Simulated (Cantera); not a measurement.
## Premixed flame

A freely propagating, adiabatic, planar premixed flame of 11.2 % CH3OH, 24.7 % O2, 64.1 % N2, equivalence ratio 0.68, unburnt at 550 K and 760 Torr; mixture-averaged transport, grid criteria slope 0.08 and curve 0.16, no radiation.

Cantera simulation using GRI-Mech 3.0 (53 species, 325 reactions); the numbers are that mechanism's predictions, not measurements. GRI-Mech 3.0 was tuned for natural gas; its chemistry of methanol as a main component is partial and can be far from experiment. Burning velocities carry a grid error of a few per cent, more on coarse grids.

```csv
z (mm),T (K),u (m/s),x CH3OH,x O2,x C2H,x H2O,x O,x HCN
-0.853,550,1.00,0.112,0.247,<1e-8,0.000105,<1e-8,<1e-8
-0.569,553,1.01,0.111,0.246,<1e-8,0.000929,<1e-8,<1e-8
-0.427,564,1.03,0.111,0.244,<1e-8,0.00365,<1e-8,<1e-8
-0.284,633,1.17,0.106,0.237,<1e-8,0.0169,<1e-8,<1e-8
-0.142,976,1.86,0.0790,0.203,<1e-8,0.0685,8.47e-8,<1e-8
-0.0711,1343,2.62,0.0430,0.167,<1e-8,0.117,1.25e-5,1.19e-8
0,1738,3.47,0.00586,0.127,<1e-8,0.167,0.000808,2.31e-8
0.0711,1874,3.75,5.06e-5,0.103,<1e-8,0.185,0.00455,2.03e-8
0.142,1925,3.83,1.19e-7,0.0923,<1e-8,0.188,0.00659,<1e-8
0.284,2002,3.95,<1e-8,0.0845,<1e-8,0.189,0.00690,<1e-8
0.569,2097,4.11,<1e-8,0.0800,<1e-8,0.193,0.00553,<1e-8
1.14,2190,4.27,<1e-8,0.0773,<1e-8,0.199,0.00355,<1e-8
2.28,2257,4.38,<1e-8,0.0757,<1e-8,0.203,0.00210,<1e-8
```
x: mole fraction of selected species; z is measured from the peak of heat release.

| Property | Value |
|---|---|
| laminar burning velocity | 100 cm/s |
| thermal thickness | 0.284 mm |
| peak x(C2H) | <1e-8 |
| peak x(O) | 0.00702 |
| peak x(HCN) | 2.59e-8 |
| grid points | 136 |
